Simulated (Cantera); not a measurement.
A closed system holds: 1 mol Si3N4, 1.3 mol CO2, 4.7 mol H2, equilibrated at 627 °C and 1.00 bar.

Cantera equilibrium calculation (NASA polynomials, part measured and part estimated; ideal gas, pure solids and liquids). Candidate condensed phases: C, C6H6, C7H8, C8H18, H2O, Si, SiC, SiO2, Si2N2O, Si3N4; 151 gas species. The numbers say what is thermodynamically allowed, not how fast it happens.

Base state: H2 0.678, N2 0.178, CH4 0.144, NH3 0.000285, H2O 3.24e-5, CO 1.97e-5 (mole fractions); condensed: C(graphite) + SiO2(β-quartz) + Si2N2O(s).

Problem. What changes in the equilibrium state with this change: temperature from 627 °C to 1950 °C?

Solution. 
```json
[
 {"species": "H2", "before": "0.678", "after": "0.501"},
 {"species": "N2", "before": "0.178", "after": "0.214"},
 {"species": "SiO", "before": "<1e-9", "after": "0.147"},
 {"species": "CH4", "before": "0.144", "after": "7.22e-6"},
 {"species": "CO", "before": "1.97e-5", "after": "0.132"},
 {"species": "H", "before": "<1e-9", "after": "0.00454"},
 {"species": "Si", "before": "<1e-9", "after": "0.000460"},
 {"species": "SiH2", "before": "<1e-9", "after": "0.000166"},
 {"species": "C(graphite), mol", "before": "0.601", "after": "0"},
 {"species": "SiO2(β-quartz), mol", "before": "0.733", "after": "0"},
 {"species": "Si2N2O(s), mol", "before": "1.13", "after": "0"},
 {"species": "Si(l), mol", "before": "0", "after": "1.56"},
 {"species": "SiC(s), mol", "before": "0", "after": "0.0595"}
]
```
Mutual solubility and eutectic melting of coexisting phases are not modelled. The tables' values for SiN are old estimates; treat these amounts as uncertain. Gases not in the tables: Si2H6 and higher silanes.
